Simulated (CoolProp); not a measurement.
Saturation properties of nitrous oxide (Tc = 309.5 K, pc = 7245 kPa, ω = 0.161).

Computed with CoolProp (reference Helmholtz-energy equation of state, Lemmon 2006). It is a short technical equation, of lower accuracy than the large ones.

| T (K) | p (kPa) | liquid density (kg/m³) | liquid cp (kJ/(kg K)) | surface tension (mN/m) |
|---|---|---|---|---|
| 194.6 | 177.1 | 1201 | 1.729 | 21.5 |
| 202.6 | 265.5 | 1176 | 1.742 | 19.7 |
| 210.6 | 384.4 | 1151 | 1.760 | 17.9 |
| 218.6 | ___ | 1125 | 1.783 | 16.2 |
| 226.6 | ___ | 1098 | 1.814 | 14.5 |
| 234.6 | 987.9 | 1070 | 1.852 | 12.8 |
| 242.6 | 1294 | 1040 | 1.900 | 11.2 |
| 250.6 | ___ | 1008 | 1.961 | 9.62 |
| 258.6 | 2107 | 975.1 | 2.042 | 8.07 |
| 266.6 | 2629 | 939.0 | 2.151 | 6.57 |
| 274.6 | 3240 | 899.6 | 2.306 | 5.12 |
| 282.6 | 3949 | ___ | ___ | 3.75 |
| 290.6 | 4767 | 803.9 | 2.977 | 2.45 |

Question: Some entries are withheld; supply them.

Answer: 
- 218.6, p (kPa): 540.1
- 226.6, p (kPa): 739.0
- 250.6, p (kPa): 1664
- 282.6, liquid density (kg/m³): 855.4
- 282.6, liquid cp (kJ/(kg K)): 2.546

It boils at 184.7 K under 1 atm.

Surface tension comes from a separate correlation (Mulero 2012).
